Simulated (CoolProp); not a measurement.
Vapour-liquid equilibrium of carbon dioxide (1) + CHF3 (R23) (2) at 236.4 K; x and y are mole fractions of (1).

Computed with CoolProp (multi-fluid Helmholtz-energy mixture model, Span 1996 and Penoncello 2003; pair parameters Bell 2016).

| x | bubble pressure, mixture model (MPa) | bubble pressure, Raoult's law (MPa) | y, mixture model | y, Raoult's law |
|---|---|---|---|---|
| 0.05 | 0.8194 | 0.8124 | 0.073 | 0.070 |
| 0.15 | 0.8661 | 0.8458 | ___ | 0.200 |
| 0.25 | 0.9108 | 0.8793 | ___ | 0.321 |
| 0.35 | 0.9527 | 0.9127 | 0.434 | 0.433 |
| 0.45 | 0.9912 | 0.9462 | ___ | 0.538 |
| 0.55 | 1.026 | 0.9796 | 0.622 | 0.635 |
| 0.65 | 1.057 | 1.013 | 0.706 | 0.725 |
| 0.75 | ___ | 1.047 | ___ | 0.810 |
| 0.85 | 1.106 | 1.080 | 0.871 | 0.889 |
| 0.95 | ___ | 1.113 | 0.955 | 0.964 |

Problem. Some entries are withheld; supply them.

Solution. 
- 0.15, y, mixture model: 0.206
- 0.25, y, mixture model: 0.326
- 0.45, y, mixture model: 0.531
- 0.75, bubble pressure, mixture model (MPa): 1.084
- 0.75, y, mixture model: 0.789
- 0.95, bubble pressure, mixture model (MPa): 1.123

The largest gap from Raoult's law is +4.8 % in bubble pressure, at x = 0.45. No azeotrope shows between x = 0.05 and 0.95.

Pair parameters are fitted to limited data, so mixtures are less certain than the pure fluids.
